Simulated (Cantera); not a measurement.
**CH3F (fluorocarbon and chlorocarbon gases)**

A closed system holds: 1 mol CH3F, at 2925 °C.

Cantera equilibrium calculation (NASA polynomials, part measured and part estimated; ideal gas, pure solids and liquids). Candidate condensed phases: C, C6H6, C7H8, C8H18; 95 gas species. Kinetics and transport are ignored.

From 1.00 Pa to 10.0 mbar nothing is condensed. From 0.100 bar to 1.00 bar the condensed part is C(graphite). The main C-bearing gas is C at 1.00 Pa and C2H2 (acetylene) at 1.00 bar.

```tsv
P (Pa)	log p H	log p HF	log p H2	log p F	log p C	log p C3	log p C2H2 (acetylene)	log p C2	n C(graphite)
1	-5.22	-7.75	-9.34	-5.70	-5.70	-9.17	-14.66	-7.97	0
10	-4.22	-5.77	-7.33	-4.72	-4.76	-6.34	-10.76	-6.08	0
100	-3.21	-3.94	-5.32	-3.90	-4.11	-4.38	-7.45	-4.78	0
1000	-2.26	-2.58	-3.42	-3.49	-3.69	-3.12	-4.71	-3.94	0
10000	-1.43	-1.42	-1.75	-3.16	-3.53	-2.65	-2.72	-3.62	0.637
100000	-0.79	-0.34	-0.47	-2.72	-3.53	-2.65	-1.45	-3.62	0.791
```
log p: log10 of the partial pressure in bar; n: condensed amount in mol.
